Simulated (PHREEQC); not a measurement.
1 kg of water holding 46 mmol/kgw K2CO3, 4.6 mmol/kgw KHCO3 and 5.9 mmol/kgw K2SO4 is evaporated at 25 °C; the solids stay in contact with the brine. CO2 from the air is kept out. Only these solids could form: Arcanite, Kalicinite, Misenite.

All values are PHREEQC results (Pitzer model, pitzer.dat), not measurements.

```json
[
 {"water left (kg)": "1", "ionic strength": "0.159", "water activity": "0.997", "Arcanite (mol)": "0", "C in solution (mol/kgw)": "0.0506", "K in solution (mol/kgw)": "0.108"},
 {"water left (kg)": "0.5552", "ionic strength": "0.288", "water activity": "0.996", "Arcanite (mol)": "0", "C in solution (mol/kgw)": "0.0911", "K in solution (mol/kgw)": "0.195"},
 {"water left (kg)": "0.3751", "ionic strength": "0.426", "water activity": "0.994", "Arcanite (mol)": "0", "C in solution (mol/kgw)": "0.135", "K in solution (mol/kgw)": "0.289"},
 {"water left (kg)": "0.2082", "ionic strength": "0.769", "water activity": "…", "Arcanite (mol)": "0", "C in solution (mol/kgw)": "0.243", "K in solution (mol/kgw)": "0.521"},
 {"water left (kg)": "0.1156", "ionic strength": "1.39", "water activity": "0.980", "Arcanite (mol)": "0", "C in solution (mol/kgw)": "0.438", "K in solution (mol/kgw)": "0.937"},
 {"water left (kg)": "0.0781", "ionic strength": "2.05", "water activity": "0.971", "Arcanite (mol)": "0", "C in solution (mol/kgw)": "0.648", "K in solution (mol/kgw)": "1.39"},
 {"water left (kg)": "0.04337", "ionic strength": "3.70", "water activity": "…", "Arcanite (mol)": "0", "C in solution (mol/kgw)": "1.17", "K in solution (mol/kgw)": "2.50"},
 {"water left (kg)": "0.02409", "ionic strength": "6.20", "water activity": "0.900", "Arcanite (mol)": "0.00363", "C in solution (mol/kgw)": "2.10", "K in solution (mol/kgw)": "4.20"},
 {"water left (kg)": "0.01629", "ionic strength": "8.89", "water activity": "…", "Arcanite (mol)": "…", "C in solution (mol/kgw)": "3.11", "K in solution (mol/kgw)": "6.02"},
 {"water left (kg)": "0.009048", "ionic strength": "15.8", "water activity": "0.666", "Arcanite (mol)": "0.00583", "C in solution (mol/kgw)": "5.59", "K in solution (mol/kgw)": "10.7"}
]
```

Question: Complete the blanks.

Answer: 
- 0.2082, water activity: 0.989
- 0.04337, water activity: 0.946
- 0.01629, water activity: 0.841
- 0.01629, Arcanite (mol): 0.00518

Species that the database lacks are ignored.
